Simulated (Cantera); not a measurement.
Feed: 1 mol TiO2, 0.88 mol H2, held at 0.100 bar.

Cantera equilibrium calculation (NASA polynomials, part measured and part estimated; ideal gas, pure solids and liquids). Candidate condensed phases: H2O, Ti, TiO, TiO2, Ti2O3, Ti3O5, Ti4O7; 12 gas species. Mutual solubility and eutectic melting of coexisting phases are not modelled. Condensed phases not in the tables: Magnéli phases beyond Ti4O7. The numbers say what is thermodynamically allowed, not how fast it happens. All values below are at 1300 K.

Base state: H2 0.997, H2O 0.00298 (mole fractions); condensed: TiO2(rutile) + Ti4O7(s).

What changes in the equilibrium state with this change: 0.044 mol CO2 added?


```json
[
 {"species": "H2", "before": "0.997", "after": "0.906"},
 {"species": "H2O", "before": "0.00298", "after": "0.0463"},
 {"species": "CO", "before": "0", "after": "0.0463"},
 {"species": "CO2", "before": "0", "after": "0.00134"},
 {"species": "TiO2(rutile), mol", "before": "0.989", "after": "1.00"},
 {"species": "Ti4O7(s), mol", "before": "0.00263", "after": "0"}
]
```
Further candidate phases: C, C6H6, C7H8, C8H18, TiC.
